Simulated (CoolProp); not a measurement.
Properties of n-undecane along the isobar 101 kPa (Tc = 638.8 K, pc = 1990 kPa, ω = 0.539).

Values from CoolProp's reference Helmholtz-energy equation of state, Aleksandrov 2011. It is a short technical equation, of lower accuracy than the large ones.

```
T (K)   phase  density (kg/m³)  cp (kJ/(kg K))
-----  ------  ---------------  --------------
355.4  liquid            692.8               ?
393.2  liquid            663.4           2.568
431    liquid            632.6           2.723
506.6     gas                ?           2.568
544.4     gas            3.621               ?
582.2     gas                ?               ?
620       gas            3.132               ?
```

Problem. Some entries are withheld; supply them.

Solution. 
- 355.4, cp (kJ/(kg K)): 2.419
- 506.6, density (kg/m³): 3.942
- 544.4, cp (kJ/(kg K)): 2.691
- 582.2, density (kg/m³): 3.356
- 582.2, cp (kJ/(kg K)): 2.809
- 620, cp (kJ/(kg K)): 2.922
